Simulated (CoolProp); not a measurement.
Hydrogen chloride along the isobar 8.61 MPa: Z from the reference equation and from simpler models built on Tc = 324.7 K, pc = 8.314 MPa, ω = 0.130; each cubic takes its own stable root.

The numbers come from the reference Helmholtz-energy equation of state, Thol 2018 in CoolProp.

```tsv
T (K)	phase	reference	van der Waals	Soave-Redlich-Kwong	Peng-Robinson
199.2	liquid	(withheld)	0.2702	0.1840	0.1632
210.2	liquid	0.1573	0.2615	0.1787	0.1584
221.2	liquid	0.1532	0.2543	0.1746	0.1546
232.2	liquid	0.1500	0.2484	0.1714	0.1517
243.2	liquid	0.1474	0.2437	0.1692	0.1497
254.2	liquid	0.1457	0.2403	0.1682	(withheld)
265.2	liquid	0.1447	0.2383	0.1684	0.1490
276.2	liquid	0.1447	0.2379	0.1702	0.1506
287.2	liquid	0.1460	0.2395	0.1740	0.1542
298.2	liquid	(withheld)	0.2442	(withheld)	0.1608
309.2	liquid	0.1558	0.2542	0.1941	0.1731
320.2	liquid	0.1731	0.2785	0.2248	0.2024
331.2	supercritical	0.4600	0.5016	0.4989	0.4703
342.2	supercritical	0.5805	0.6042	0.6090	0.5796
353.2	supercritical	0.6487	0.6610	0.6731	(withheld)
364.2	supercritical	0.6971	0.7022	0.7198	(withheld)
```

Q: Complete the blanks.

A: 
- 199.2, reference: 0.1621
- 254.2, Peng-Robinson: 0.1488
- 298.2, reference: 0.1492
- 298.2, Soave-Redlich-Kwong: 0.1810
- 353.2, Peng-Robinson: 0.6441
- 364.2, Peng-Robinson: 0.6913
